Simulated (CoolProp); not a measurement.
The fluoroketone C6F12O (FK-5-1-12) at 293.15 K and 1.71 MPa is throttled through a valve to 0.859 MPa with no heat exchange. Each further row changes one setting.

Values from CoolProp's reference Helmholtz-energy equation of state, McLinden 2015.

| case | temperature change (K) |
|---|---|
| as stated | +0.2 |
| outlet pressure 0.258 MPa | +0.4 |
| outlet pressure 1.12 MPa | +0.2 |
